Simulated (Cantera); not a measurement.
A freely propagating, adiabatic, planar premixed flame of H2 : O2 : N2 = 1 : 0.667 : 2.51 (molar parts), unburnt at 425 K and 0.220 bar; mixture-averaged transport, grid criteria slope 0.08 and curve 0.16, no radiation.

Detailed kinetics in Cantera: the H2/O2 subset of GRI-Mech 3.0, which has no nitrogen chemistry. Burning velocities carry a grid error of a few per cent, more on coarse grids.

Problem. What does this change do: N2 2.51 to 3.3 parts?

Solution. 
| quantity | before | after |
|---|---|---|
| laminar burning velocity | 280 cm/s | 200 cm/s |
| thermal thickness | 2.87 mm | 3.04 mm |
| peak x(OH) | 0.0139 | 0.00829 |
| peak x(H) | 0.0455 | 0.0314 |
| peak x(H2O2) | 2.04e-5 | 1.82e-5 |

Problem. What does this change do: inlet temperature 425 to 700 K?

Solution. 
```csv
quantity,before,after
laminar burning velocity,280 cm/s,774 cm/s
thermal thickness,2.87 mm,3.75 mm
peak x(OH),0.0139,0.0185
peak x(H),0.0455,0.0642
peak x(H2O2),2.04e-5,1.73e-6
```

Problem. What does this change do: O2 0.667 to 0.5 parts?

Solution. 
```json
[
 {"quantity": "laminar burning velocity", "before": "280 cm/s", "after": "270 cm/s"},
 {"quantity": "thermal thickness", "before": "2.87 mm", "after": "3.32 mm"},
 {"quantity": "peak x(OH)", "before": "0.0139", "after": "0.0103"},
 {"quantity": "peak x(H)", "before": "0.0455", "after": "0.0541"},
 {"quantity": "peak x(H2O2)", "before": "2.04e-5", "after": "1.77e-5"}
]
```
